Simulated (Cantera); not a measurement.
Cantera run:

```python
import numpy as np
import cantera as ct

gas_names = """
    CL CL2 H HCL H2 N NH NH2 NH3 N2 N2H2 N2H4 Si SiCL SiCL2 SiCL3 SiCL4 SiH SiHCL3 SiH2 SiH2CL2 SiH3
    SiH3CL SiH4 SiN Si2 Si2N Si3
""".split()
cond_names = """
    NH4CL(a) NH4CL(b) Si(cr) Si(L) Si3N4(a)
""".split()


# ... load() reads the species with a 1 bar reference pressure and builds the phases ...
atoms = {
    'SiH2Cl2': {'Si': 1, 'H': 2, 'CL': 2},
    'N2': {'N': 2},
}
top_T = {'Si3N4(a)': 2400}  # K; cautious upper limits of use, not melting points


# ... equilibrate(T, P, feed) seeds the gas with the atoms and calls Mixture.equilibrate('TP', solver="vcs", rtol=1e-11, max_steps=5000) ...
results = []
feed = {'SiH2Cl2': 1, 'N2': 21}  # mol
P = 48000  # Pa
for T in [1223, 1273, 1323, 1373, 1423, 1473, 1523, 1573, 1623, 1673, 1723]:
    mix = equilibrate(T, P, feed)
    results.append((T, P, feed, dict(zip(mix.species_names, mix.species_moles))))

top = {s: max(r[3][s] / sum(r[3][g] for g in gas_names) for r in results) for s in gas_names}
cols = sorted((s for s in top if top[s] > 1e-05), key=lambda s: -top[s])[:5]
seen = [c for c in cond_names if any(r[3].get(c, 0) > 1e-12 for r in results)]
print("log10 of partial pressures in bar; condensed amounts in mol")
print(f"{'T/K':>10s}" + "".join(f"{s[:9]:>10s}" for s in cols + seen))
for T, P, feed, n in results:
    ng = sum(n[g] for g in gas_names)
    print(f"{T:10.4g}" + "".join(f"{np.log10(max(n[s] / ng * P / 1e5, 1e-99)):10.3f}" for s in cols)
          + "".join(f"{n.get(c, 0):10.4g}" for c in seen))
```

Output:

```
log10 of partial pressures in bar; condensed amounts in mol
       T/K        N2       HCL        H2     SiCL2     SiCL4  Si3N4(a)
      1223    -0.356    -1.540    -2.148    -5.135    -2.457    0.2779
      1273    -0.356    -1.535    -2.158    -4.675    -2.473    0.2788
      1323    -0.356    -1.532    -2.166    -4.252    -2.491    0.2791
      1373    -0.356    -1.529    -2.172    -3.865    -2.516    0.2787
      1423    -0.356    -1.529    -2.174    -3.512    -2.550    0.2769
      1473    -0.357    -1.530    -2.172    -3.193    -2.601    0.2731
      1523    -0.357    -1.536    -2.162    -2.910    -2.678    0.2664
      1573    -0.357    -1.546    -2.144    -2.667    -2.790    0.2559
      1623    -0.358    -1.563    -2.115    -2.464    -2.947    0.2414
      1673    -0.358    -1.587    -2.077    -2.303    -3.152    0.2237
      1723    -0.358    -1.619    -2.033    -2.179    -3.397    0.2041
```

Cantera equilibrium calculation (NASA polynomials, part measured and part estimated; ideal gas, pure solids and liquids). N2 is the only nitrogen source here; it is nearly inert below about 1500 K, so the nitride shown seldom forms there in practice. The tables' values for SiCl3 are old estimates; treat these amounts as uncertain.
